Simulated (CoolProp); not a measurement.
Properties of water at several states.

The numbers come from the reference Helmholtz-energy equation of state, Wagner 2002 in CoolProp.

```tsv
T (K)	p (MPa)	phase	speed of sound (m/s)	expansivity (1/kK)	viscosity (µPa s)	Prandtl number
992.2	17.7	gas	744.6	?	?	?
615.7	0.0529	gas	?	1.630	22.1	0.933
628.3	0.0406	gas	?	1.596	22.6	0.931
367.4	100	liquid	1735	0.6123	326	1.81
440	8.45	liquid	1449	1.098	165	1.05
323.8	22.9	liquid	1584	?	?	3.45
```

Some entries are withheld; supply them.


- 992.2, expansivity (1/kK): 1.250
- 992.2, viscosity (µPa s): 38.4
- 992.2, Prandtl number: 0.900
- 615.7, speed of sound (m/s): 606.3
- 628.3, speed of sound (m/s): 612.2
- 323.8, expansivity (1/kK): 0.4594
- 323.8, viscosity (µPa s): 545

Viscosity comes from a separate model (Huber 2009). Thermal conductivity comes from a separate model (Huber 2012).
